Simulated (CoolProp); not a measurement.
Vapour-liquid equilibrium of CHF3 (R23) (1) + CH2F2 (R32) (2) at 217.1 K; x and y are mole fractions of (1).

Computed with CoolProp (multi-fluid Helmholtz-energy mixture model, Penoncello 2003 and Tillner-Roth 1997; pair parameters Bell 2016).

```tsv
x	bubble pressure (bar)	y at the bubble point	dew pressure at overall composition x (bar)	liquid density (mol/L)
0.05	0.9521	0.191	0.8395	23.31
0.15	1.246	0.439	0.9166	22.86
0.25	1.539	0.594	1.009	22.40
0.35	1.831	0.699	1.122	21.96
0.45	2.120	0.776	1.263	21.52
0.55	2.408	0.836	1.443	21.09
0.65	2.694	0.883	1.682	20.65
0.75	2.981	0.922	2.011	20.23
0.85	3.270	0.956	2.488	19.80
0.95	3.564	0.986	3.214	19.37
```

No azeotrope shows between x = 0.05 and 0.95.

The pair parameters rest on a limited set of measurements; away from them the model extrapolates.
